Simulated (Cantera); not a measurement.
Standard-state values (1 bar) from the NASA 1993 polynomials, evaluated with Cantera. Values are per mole of reaction as written; species without (g) are pure solids or liquids, kept so even where they would boil at 1 bar. ZrN: taken at fixed stoichiometry.

Between 300 and 2973 K, where is each reaction favourable under standard conditions?
- 2 ZrO2 + 2 NO(g) ⇌ 3 O2(g) + 2 ZrN


- 2 ZrO2 + 2 NO(g) ⇌ 3 O2(g) + 2 ZrN: ΔG° is 1231 kJ at 300 K and 811 kJ at 2973 K; it stays positive (K < 1). ΔH° is 1109 kJ and ΔS° 100 J/K at 2973 K.
